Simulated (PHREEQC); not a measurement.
Dissolve 0.18 mol CuSO4, 0.069 mol HNO3 and 0.0067 mol NaCl per kg of water at 25 °C. Closed to the air; pH follows from the charge balance.

Equilibrium calculation in PHREEQC: ion-association model, phreeqc.dat.

| Property | Value |
|---|---|
| pH | 1.67 |
| ionic strength | 0.417 mol/kgw |
| activity of water | 0.993 |
| specific conductance | 24500 µS/cm |
| density | 1.027 g/cm³ |
| total alkalinity | -69.0 meq/kg |

```csv
species,molality,activity,log γ
Cu+2,0.106,0.0278,-0.580
CuSO4,0.0738,0.0812,0.042
NO3-,0.0690,0.0434,-0.201
SO4-2,0.0647,0.0143,-0.656
HSO4-,0.0410,0.0300,-0.136
H+,0.0280,0.0216,-0.113
Na+,0.00624,0.00450,-0.142
```

Precipitation was switched off in this run. Species that the database lacks are ignored.
